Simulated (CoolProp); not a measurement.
CHF3 (R23) along the isobar 44.8 bar: fugacity coefficient from the reference equation and from simpler models built on Tc = 26.1 °C, pc = 48.32 bar, ω = 0.263; each cubic takes its own stable root.

Computed with CoolProp (reference Helmholtz-energy equation of state, Penoncello 2003).

| T (°C) | phase | reference |
|---|---|---|
| -20.15 | liquid | 0.2754 |
| -12.65 | liquid | 0.3325 |
| -5.15 | liquid | 0.3950 |
| 2.35 | liquid | 0.4622 |
| 9.85 | liquid | 0.5330 |
| 17.35 | liquid | 0.6057 |
| 24.85 | gas | 0.6691 |
| 32.35 | gas | 0.7006 |
| 39.85 | gas | 0.7266 |
| 47.35 | gas | 0.7492 |
| 54.85 | gas | 0.7692 |
| 62.35 | gas | 0.7871 |
| 69.85 | gas | 0.8033 |
| 77.45 | gas | 0.8181 |

Task: How far does each simpler model (Redlich-Kwong, Soave-Redlich-Kwong) lie from the reference over these 14 states: mean and median of the absolute difference, and the worst?

Result: 
- Redlich-Kwong: mean 7.0 %, median 2.3 %, worst +25.0 % at -20.15 °C and 44.8 bar
- Soave-Redlich-Kwong: mean 3.2 %, median 2.5 %, worst +5.6 % at -20.15 °C and 44.8 bar
